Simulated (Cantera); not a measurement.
# Equilibrium for silicon nitride deposition: SiCl4 + NH3 + H2 + N2

Feed: 1 mol SiCl4, 2.9 mol NH3, 0.1 mol H2, 39 mol N2, at 0.100 bar.

These are equilibrium values from Cantera (NASA tables, ideal gas, pure condensed phases), not measurements of a reactor. Candidate condensed phases: NH4Cl, Si, Si3N4; 28 gas species. The tables' values for SiCl3, SiCl are old estimates; treat these amounts as uncertain. Equilibrium is a limit: real reactors are often held back by kinetics, nucleation or transport.

From 775 K to 1775 K the condensed part is Si3N4(s). From 1875 K to 1975 K nothing is condensed. The main Si-bearing gas is SiCl4 at 775 K and SiCl2 at 1975 K.

| T (K) | log p N2 | log p HCl | log p H2 | log p SiCl2 | log p SiCl4 | log p H | log p SiCl3 | log p Cl | n Si3N4(s) |
|---|---|---|---|---|---|---|---|---|---|
| 775 | -1.06 | -2.14 | -2.22 | -12.36 | -3.43 | <-13 | -8.97 | <-13 | 0.276 |
| 875 | -1.06 | -2.12 | -2.23 | -10.24 | -3.57 | -11.42 | -7.79 | -11.31 | 0.292 |
| 975 | -1.06 | -2.10 | -2.24 | -8.57 | -3.70 | -10.06 | -6.86 | -9.95 | 0.302 |
| 1075 | -1.06 | -2.10 | -2.25 | -7.22 | -3.81 | -8.96 | -6.12 | -8.85 | 0.309 |
| 1175 | -1.06 | -2.09 | -2.26 | -6.11 | -3.91 | -8.04 | -5.51 | -7.93 | 0.314 |
| 1275 | -1.06 | -2.09 | -2.26 | -5.19 | -4.00 | -7.26 | -5.00 | -7.16 | 0.315 |
| 1375 | -1.06 | -2.09 | -2.26 | -4.41 | -4.11 | -6.59 | -4.59 | -6.51 | 0.311 |
| 1475 | -1.06 | -2.10 | -2.25 | -3.77 | -4.26 | -6.01 | -4.28 | -5.96 | 0.290 |
| 1575 | -1.06 | -2.14 | -2.22 | -3.29 | -4.54 | -5.49 | -4.12 | -5.51 | 0.238 |
| 1675 | -1.06 | -2.21 | -2.19 | -2.96 | -4.96 | -5.03 | -4.12 | -5.16 | 0.150 |
| 1775 | -1.06 | -2.32 | -2.15 | -2.76 | -5.51 | -4.61 | -4.24 | -4.89 | 0.0496 |
| 1875 | -1.06 | -2.38 | -2.13 | -2.68 | -6.02 | -4.25 | -4.42 | -4.61 | 0 |
| 1975 | -1.06 | -2.37 | -2.14 | -2.68 | -6.42 | -3.93 | -4.59 | -4.30 | 0 |
log p: log10 of the partial pressure in bar; n: condensed amount in mol.
